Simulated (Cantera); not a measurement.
Standard-state values (1 bar) from the NASA 1993 polynomials, evaluated with Cantera. Values are per mole of reaction as written; species without (g) are pure solids or liquids, kept so even where they would boil at 1 bar.

Problem. Between 1023 and 2823 K, where is each reaction favourable under standard conditions?
- 2 P2(g) + 5 O2(g) ⇌ P4O10(g)

Solution. 
- 2 P2(g) + 5 O2(g) ⇌ P4O10(g): ΔG° is -2119 kJ at 1023 K and -346 kJ at 2823 K; it stays negative (K > 1). ΔH° is -3056 kJ and ΔS° -960 J/K at 2823 K.
